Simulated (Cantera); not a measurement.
Input: 1 mol Si3N4, 7.7 mol HCl, 16 mol N2, at 1475 K and 38.3 Torr.

These are equilibrium values from Cantera (NASA tables, ideal gas, pure condensed phases), not measurements of a reactor. Candidate condensed phases: NH4Cl, Si, Si3N4; 28 gas species. The tables' values for SiCl3 are old estimates; treat these amounts as uncertain. Kinetics and transport are ignored.

Base state: N2 0.698, HCl 0.197, H2 0.0624, SiCl2 0.0170, SiCl4 0.0158, SiCl3 0.00889, SiHCl3 0.000474, Cl 3.67e-5 (mole fractions); condensed: Si3N4(s).

Task: What changes in the equilibrium state with this change: pressure from 38.3 Torr to 3.45 Torr?

Result: 
```
species          before     after
-------------  --------  --------
N2                0.698     0.694
HCl               0.197     0.170
H2               0.0624    0.0715
SiCl2            0.0170    0.0550
SiCl4            0.0158   0.00299
SiHCl3         0.000474  0.000119
H               1.43e-5   5.11e-5
Cl              3.67e-5   9.84e-5
Si3N4(s), mol     0.664     0.467
```

Task: What changes in the equilibrium state with this change: HCl from 7.7 to 2.2 mol?

Result: 
| species | before | after |
|---|---|---|
| N2 | 0.698 | 0.885 |
| HCl | 0.197 | 0.0807 |
| H2 | 0.0624 | 0.0198 |
| SiCl4 | 0.0158 | 0.00379 |
| SiCl2 | 0.0170 | 0.00769 |
| SiHCl3 | 0.000474 | 8.78e-5 |
| SiCl3 | 0.00889 | 0.00293 |
| H | 1.43e-5 | 8.07e-6 |
| Si3N4(s), mol | 0.664 | 0.912 |

Task: What changes in the equilibrium state with this change: pressure from 38.3 Torr to 0.0563 Torr?

Result: 
```
species          before     after
-------------  --------  --------
N2                0.698     0.699
H2               0.0624     0.112
SiCl2            0.0170     0.111
HCl               0.197    0.0766
SiCl4            0.0158   1.28e-5
Si                <1e-9   5.13e-5
SiCl            1.58e-7   9.24e-5
SiHCl3         0.000474   1.77e-6
H               1.43e-5  0.000501
SiCl3           0.00889  0.000646
Si3N4(s), mol     0.664    0.0470
```
The tables' values for SiCl3, SiCl are old estimates; treat these amounts as uncertain.
